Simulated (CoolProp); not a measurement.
Saturation properties of c-C4F8 (RC318) (Tc = 388.4 K, pc = 2778 kPa, ω = 0.355).

The numbers come from the reference Helmholtz-energy equation of state, Platzer 1990 in CoolProp. This equation is an older, rougher fit; its heat capacities, sound speeds and derivatives of the liquid may be far off and weren't checked against measurements.

```csv
T (K),p (kPa),liquid density (kg/m³),surface tension (mN/m),liquid viscosity (µPa s)
246.7,39.85,1686,14.4,821
250.3,47.59,1674,13.9,771
253.9,56.49,1661,13.5,724
257.6,…,1649,13.0,680
261.2,78.58,…,12.6,641
264.8,91.74,1624,…,604
268.4,106.6,1611,11.7,570
272,123.2,1598,11.2,539
275.7,142.3,1584,10.8,508
```

Problem. Some entries are withheld; supply them.

Solution. 
- 257.6, p (kPa): 66.97
- 261.2, liquid density (kg/m³): 1636
- 264.8, surface tension (mN/m): 12.1

It boils at 267.2 K under 1 atm.

Viscosity comes from a separate model (Huber 2003), an estimate that may be off by 10 % or more. Surface tension comes from a separate correlation (Mulero 2012).
